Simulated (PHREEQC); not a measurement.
Solution (20 °C): 0.0057 mol CaSO4, 0.00041 mol Na2HPO4 and 0.00022 mol MgSO4 per kg of water. Closed to the air; pH follows from the charge balance.

All values are PHREEQC results (ion-association model, wateq4f.dat), not measurements.

Problem. The ionic strength comes out as 0.0187 mol/kgw. What activity coefficients do CaPO4-, SO4-2, MgPO4-, Ca+2, HPO4-2 get?

Solution. CaPO4- 0.88, SO4-2 0.59, MgPO4- 0.88, Ca+2 0.60, HPO4-2 0.59.

This is a speciation only: nothing precipitates in the calculation. The solution is supersaturated, for example in Hydroxyapatite, so a real one may precipitate; this is no full list. H3PO4, which wateq4f.dat lacks, is added to it with the constant of phreeqc.dat.
